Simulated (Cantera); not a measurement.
Carbothermic reduction: SiO₂ + CH₄ + CO

Feed: 1 mol SiO₂, 1.1 mol CH₄, 2.8 mol CO, held at 1923 K and 540 Torr.

Cantera equilibrium calculation (NASA polynomials, part measured and part estimated; ideal gas, pure solids and liquids). Candidate condensed phases: C, C₆H₆, C₇H₈, C₈H₁₈, H₂O, Si, SiC, SiO₂; 123 gas species. Mutual solubility and eutectic melting of coexisting phases are not modelled. The tables hold silica as quartz up to 1696 K and as liquid above; real silica turns to tridymite and cristobalite and melts near 1996 K. Rates play no part.

```
Quantity                                    Value
--------------------------------------  ---------
x(CO)                                       0.570
x(H₂)                                       0.335
x(SiO)                                     0.0936
x(H)                                     0.000643
x(H₂O)                                   0.000102
x(CO₂)                                    4.05e-5
x(CH₄)                                    9.23e-6
x(C₂H₂ (acetylene))                       7.13e-6
x(Si)                                     4.43e-6
n(SiC(s))                               0.162 mol
n(SiO₂(condensed))                      0.224 mol
gas amount                              6.553 mol
log10 activity of C(graphite) (absent)      -0.66
log10 activity of Si(l) (absent)            -0.73
```
